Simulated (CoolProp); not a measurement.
C3F8 (R218) at 267.9 K and 1.75 MPa flows at 6.6 m/s in a round tube of 10 mm bore and 0.25 µm roughness, fully developed (64/Re and Nu = 3.66 if laminar; Colebrook and Gnielinski if turbulent). Each further row changes one setting.

Computed with CoolProp (reference Helmholtz-energy equation of state, Lemmon 2006). It is a short technical equation, of lower accuracy than the large ones.

| case | Reynolds number | Darcy friction factor | pressure drop (Pa/m) | heat-transfer coefficient (W/(m² K)) | mass flow (kg/h) |
|---|---|---|---|---|---|
| as stated | 356000 | 0.0143 | 46400 | 8740 | 2780 |
| velocity 13.2 m/s | 713000 | 0.0128 | 166000 | 16100 | 5560 |
| diameter 20 mm | 713000 | 0.0126 | 20400 | 7960 | 11100 |

Viscosity comes from a separate model (Huber 2003), an estimate that may be off by 10 % or more. Thermal conductivity comes from a separate model (Huber 2003), an estimate that may be off by 10 % or more.
